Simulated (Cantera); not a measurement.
Moist CO burnout

An isothermal, constant-pressure homogeneous reactor starts with CO : O2 : H2O : N2 = 0.0022 : 0.064 : 0.00054 : 1 (molar parts), equivalence ratio 0.017, at 1148 K and 0.133 bar.

Cantera simulation using GRI-Mech 3.0 (53 species, 325 reactions); the numbers are that mechanism's predictions, not measurements.

```json
[
 {"t (s)": "2.00e-5", "x CO": "0.00206", "x O2": "0.0600", "x H2O": "0.000506", "x H": "<1e-12", "x H2": "<1e-12"},
 {"t (s)": "6.51e-5", "x CO": "0.00206", "x O2": "0.0600", "x H2O": "0.000506", "x H": "<1e-12", "x H2": "<1e-12"},
 {"t (s)": "0.000212", "x CO": "0.00206", "x O2": "0.0600", "x H2O": "0.000506", "x H": "<1e-12", "x H2": "<1e-12"},
 {"t (s)": "0.000690", "x CO": "0.00206", "x O2": "0.0600", "x H2O": "0.000506", "x H": "<1e-12", "x H2": "<1e-12"},
 {"t (s)": "0.00225", "x CO": "0.00206", "x O2": "0.0600", "x H2O": "0.000506", "x H": "<1e-12", "x H2": "<1e-12"},
 {"t (s)": "0.00731", "x CO": "0.00206", "x O2": "0.0600", "x H2O": "0.000506", "x H": "8.49e-12", "x H2": "<1e-12"},
 {"t (s)": "0.0238", "x CO": "0.00206", "x O2": "0.0600", "x H2O": "0.000506", "x H": "1.13e-10", "x H2": "6.80e-12"},
 {"t (s)": "0.0775", "x CO": "0.00206", "x O2": "0.0600", "x H2O": "0.000506", "x H": "1.66e-8", "x H2": "1.75e-9"},
 {"t (s)": "0.252", "x CO": "0.000677", "x O2": "0.0592", "x H2O": "0.000490", "x H": "7.46e-6", "x H2": "1.57e-6"},
 {"t (s)": "0.821", "x CO": "5.53e-5", "x O2": "0.0590", "x H2O": "0.000503", "x H": "2.04e-7", "x H2": "1.26e-7"},
 {"t (s)": "2.67", "x CO": "4.64e-6", "x O2": "0.0590", "x H2O": "0.000506", "x H": "5.83e-9", "x H2": "9.82e-9"},
 {"t (s)": "8.70", "x CO": "3.47e-7", "x O2": "0.0590", "x H2O": "0.000506", "x H": "2.01e-10", "x H2": "9.45e-10"},
 {"t (s)": "28.3", "x CO": "1.71e-8", "x O2": "0.0590", "x H2O": "0.000507", "x H": "1.25e-11", "x H2": "1.38e-10"},
 {"t (s)": "92.2", "x CO": "3.77e-10", "x O2": "0.0590", "x H2O": "0.000507", "x H": "2.86e-12", "x H2": "4.93e-11"},
 {"t (s)": "300", "x CO": "1.28e-10", "x O2": "0.0590", "x H2O": "0.000507", "x H": "1.10e-12", "x H2": "2.58e-11"}
]
```
x: mole fraction; the columns are a selection and need not sum to one.

Equilibrium at this temperature and pressure: CO 1.14e-10, O2 0.0590, H2O 0.000507, H <1e-12, H2 2.36e-11 (gas phase only).
